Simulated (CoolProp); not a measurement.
Dimethyl carbonate along the isobar 3.74 MPa: Z from the reference equation and from simpler models built on Tc = 557.0 K, pc = 4.909 MPa, ω = 0.346; each cubic takes its own stable root.

The numbers come from the reference Helmholtz-energy equation of state, Zhou 2011 in CoolProp.

```csv
T (K),phase,reference
384.2,liquid,0.1110
403.8,liquid,0.1090
423.5,liquid,0.1074
443.1,liquid,0.1065
462.7,liquid,0.1063
482.3,liquid,0.1069
501.9,liquid,0.1089
521.5,liquid,0.1133
541.2,gas,0.5739
560.8,gas,0.6663
580.4,gas,0.7230
600,gas,0.7643
```

**Question.** How far does each simpler model (van der Waals, Redlich-Kwong) lie from the reference over these 12 states: mean and median of the absolute difference, and the worst?

**Answer.** 
- van der Waals: mean 76.6 %, median 68.4 %, worst +413.1 % at 521.5 K and 3.74 MPa
- Redlich-Kwong: mean 15.2 %, median 18.1 %, worst +31.5 % at 521.5 K and 3.74 MPa

At some of these states van der Waals gives the other phase, because its saturation line lies elsewhere.
